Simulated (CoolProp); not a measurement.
Properties of m-xylene along the isobar 18900 kPa (Tc = 616.9 K, pc = 3535 kPa, ω = 0.326).

The numbers come from the reference Helmholtz-energy equation of state, Zhou 2012 in CoolProp.

| T (K) | phase | cp (kJ/(kg K)) | cv (kJ/(kg K)) | speed of sound (m/s) | Joule-Thomson coefficient (K/MPa) | isothermal compressibility (1/MPa) | conductivity (mW/(m K)) |
|---|---|---|---|---|---|---|---|
| 294.2 | liquid | 1.685 | 1.307 | 1434 | -0.4986 | 0.0007161 | 137 |
| 323.8 | liquid | 1.777 | 1.394 | 1321 | -0.4614 | 0.0008566 | 130 |
| 353.4 | liquid | 1.874 | 1.488 | 1215 | -0.4239 | 0.001030 | 123 |
| 383.1 | liquid | 1.974 | 1.584 | 1116 | -0.3859 | 0.001244 | 117 |
| 412.7 | liquid | 2.074 | 1.679 | 1024 | -0.3469 | 0.001508 | 110 |
| 442.3 | liquid | 2.173 | 1.770 | 939.6 | -0.3056 | 0.001840 | 105 |
| 471.9 | liquid | 2.272 | 1.858 | 860.2 | -0.2604 | 0.002262 | 99.5 |
| 501.5 | liquid | 2.368 | 1.941 | 785.4 | -0.2092 | 0.002811 | 95.0 |
| 531.1 | liquid | 2.464 | 2.019 | 714.4 | -0.1494 | 0.003535 | 91.2 |
| 560.8 | liquid | 2.558 | 2.094 | 646.7 | -0.07795 | 0.004512 | 88.2 |
| 590.4 | liquid | 2.648 | 2.165 | 583.2 | 0.007704 | 0.005832 | 86.0 |
| 620 | supercritical | 2.733 | 2.232 | 524.7 | 0.1094 | 0.007608 | 84.7 |

Thermal conductivity comes from a separate model (Mylona 2014).
